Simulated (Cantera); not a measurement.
What does this Cantera script print?

```python
import numpy as np
import cantera as ct

gas_names = """
    SiHCL3 CL2 SiCL2 SiH2CL2 HCL SiH2
""".split()
cond_names = """

""".split()


# ... load() reads the species with a 1 bar reference pressure and builds the phases ...
species = {s.name: s for s in load("nasa_gas.yaml", gas_names) + load("nasa_condensed.yaml", cond_names)}
# Each term lists the table entries of one substance; the one whose range holds T is used.
reactions = {
    '2 SiHCl3(g) = Cl2(g) + SiCl2(g) + SiH2Cl2(g)':
        [(-2, ['SiHCL3']), (1, ['CL2']), (1, ['SiCL2']), (1, ['SiH2CL2'])],
    'SiCl2(g) + 2 HCl(g) = 2 Cl2(g) + SiH2(g)':
        [(-1, ['SiCL2']), (-2, ['HCL']), (2, ['CL2']), (1, ['SiH2'])],
}


def pick(names, T):
    return next(species[n] for n in names if species[n].thermo.min_temp <= T <= species[n].thermo.max_temp)


results = []
for label, terms in reactions.items():
    print(label)
    print("     T/K   dH/kJ  dS/(J/K)   dG/kJ   log10 K")
    for T in [300, 1125, 1225, 1325, 1425, 1525, 1625]:
        used = [(nu, pick(names, T)) for nu, names in terms]
        dH = sum(nu * s.thermo.h(T) for nu, s in used) / 1e6
        dS = sum(nu * s.thermo.s(T) for nu, s in used) / 1e3
        dG = dH - T * dS / 1e3
        logK = -dG * 1e6 / (ct.gas_constant * T * np.log(10))
        results.append((label, T, dH, dS, dG, logK, [s.name for _, s in used]))
        print(f"{T:8g} {dH:8.1f} {dS:8.1f} {dG:8.1f} {logK:8.2f}")
```

It prints:

```
2 SiHCl3(g) = Cl2(g) + SiCl2(g) + SiH2Cl2(g)
     T/K   dH/kJ  dS/(J/K)   dG/kJ   log10 K
     300    503.3    163.7    454.2   -79.09
    1125    495.7    152.4    324.2   -15.05
    1225    494.6    151.5    309.0   -13.18
    1325    493.5    150.6    293.9   -11.59
    1425    492.3    149.8    278.9   -10.22
    1525    491.2    149.0    264.0    -9.04
    1625    490.0    148.3    249.1    -8.01
SiCl2(g) + 2 HCl(g) = 2 Cl2(g) + SiH2(g)
     T/K   dH/kJ  dS/(J/K)   dG/kJ   log10 K
     300    598.6     -1.5    599.0  -104.30
    1125    603.8      4.2    599.1   -27.82
    1225    604.7      5.0    598.6   -25.53
    1325    605.6      5.7    598.1   -23.58
    1425    606.4      6.3    597.5   -21.90
    1525    607.2      6.8    596.9   -20.44
    1625    607.9      7.2    596.2   -19.16
```

Source: NASA polynomial tables (part measured, part estimated), evaluated in Cantera. Condensed species are held in their standard states even where they would react or evaporate.
